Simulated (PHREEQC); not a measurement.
**Acid rinse or clean**

Dissolve 0.056 mol H2SO4, 0.0023 mol AlCl3 and 0.015 mol MnSO4 per kg of water at 5.5 °C. Closed to the air; pH follows from the charge balance.

All values are PHREEQC results (ion-association model, phreeqc.dat), not measurements.

```json
{
 "pH": "1.24",
 "ionic_strength": "0.131 mol/kgw",
 "specific_conductance": "15400 µS/cm",
 "density": "1.006 g/cm³",
 "total_alkalinity": "-112 meq/kg"
}
```

```tsv
species	molality	activity	log γ
H+	0.0709	0.0581	-0.087
HSO4-	0.0410	0.0317	-0.112
SO4-2	0.0237	0.00828	-0.456
Mn+2	0.0109	0.00415	-0.420
Cl-	0.00679	0.00511	-0.123
MnSO4	0.00398	0.00410	0.013
AlSO4+	0.00155	0.00119	-0.117
Al(SO4)2-	0.000370	0.000282	-0.117
Al+3	0.000360	5.94e-5	-0.782
MnCl+	0.000112	8.64e-5	-0.113
AlHSO4+2	1.53e-5	5.43e-6	-0.448
MnCl2	1.87e-7	1.93e-7	0.013
AlOH+2	7.40e-9	2.70e-9	-0.438
```

No solid was allowed to form. At this temperature some constants are extrapolated from 25 °C, and those without enthalpy data are left unchanged.
